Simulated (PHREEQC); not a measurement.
Solution (75 °C): 0.058 mol/kgw H2SO4, 0.0076 mol/kgw CuSO4 and 7.4e-05 mol/kgw KCl. Closed to the air; pH follows from the charge balance.

All values are PHREEQC results (ion-association model, phreeqc.dat), not measurements.

Precipitation was switched off in this run.

Problem. What pH, ionic strength does the model give?

Solution. pH 1.31; ionic strength 0.0845 mol/kgw.

Problem. In which forms is K present?

Solution. K+ 96 %, KSO4- 3.6 % of the K.

Constants without temperature data keep their 25 °C values here.
